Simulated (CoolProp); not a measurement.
Vapour-liquid equilibrium of propane (1) + n-perfluorobutane (2) at 3.65 °C; x and y are mole fractions of (1).

Values from CoolProp's multi-fluid Helmholtz-energy mixture model, Lemmon 2009 and Gao 2022; pair parameters Bell 2016.

| x | bubble pressure, mixture model (MPa) | bubble pressure, Raoult's law (MPa) | y, mixture model | y, Raoult's law |
|---|---|---|---|---|
| 0.05 | 0.1961 | 0.1467 | 0.366 | 0.180 |
| 0.2 | 0.3481 | 0.2072 | 0.670 | 0.511 |
| 0.35 | 0.4296 | 0.2676 | 0.753 | 0.693 |
| 0.5 | 0.4711 | 0.3281 | 0.792 | 0.807 |
| 0.65 | 0.4971 | 0.3885 | 0.823 | 0.886 |
| 0.8 | 0.5184 | 0.4490 | 0.866 | 0.944 |
| 0.95 | 0.5313 | 0.5094 | 0.951 | 0.988 |

The largest gap from Raoult's law is +68.0 % in bubble pressure, at x = 0.2. No azeotrope shows between x = 0.05 and 0.95.

The pair parameters rest on a limited set of measurements; away from them the model extrapolates. With so large a gap from Raoult's law the liquid may split in two, which this calculation doesn't test in full.
